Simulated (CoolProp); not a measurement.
Vapour-liquid equilibrium of CH2F2 (R32) (1) + fluoroethane (R161) (2) at 0.501 MPa; x and y are mole fractions of (1).

Model: multi-fluid Helmholtz-energy mixture model, Tillner-Roth 1997 and Wu 2012; pair parameters Bell 2016, in CoolProp.

```tsv
x	bubble temperature, mixture model (°C)	bubble temperature, Raoult's law (°C)	y, mixture model	y, Raoult's law
0.05	2.5	2.9	0.094	0.089
0.2	-1.6	-0.7	0.318	0.318
0.35	-4.9	-3.8	0.489	0.502
0.5	-7.5	-6.7	0.630	0.652
0.65	-9.8	-9.2	0.754	0.777
0.8	-11.8	-11.5	0.865	0.883
0.95	-13.7	-13.6	0.968	0.973
```

The largest gap from Raoult's law is -1.1 K in bubble temperature, at x = 0.35. No azeotrope shows between x = 0.05 and 0.95.

The pair parameters rest on a limited set of measurements; away from them the model extrapolates.
